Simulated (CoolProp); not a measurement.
Properties of R236FA along the isobar 1.68 MPa (Tc = 398.1 K, pc = 3.191 MPa, ω = 0.377).

Values from CoolProp's reference Helmholtz-energy equation of state, Pan 2012.

```csv
T (K),phase,expansivity (1/kK),fugacity coefficient
279.9,liquid,2.201,0.08512
288.1,liquid,2.307,0.1139
296.3,liquid,2.429,0.1490
304.6,liquid,2.576,0.1916
312.8,liquid,2.751,0.2412
321,liquid,2.965,0.2986
329.3,liquid,3.238,0.3647
337.5,liquid,3.590,0.4379
345.8,liquid,4.076,0.5198
```
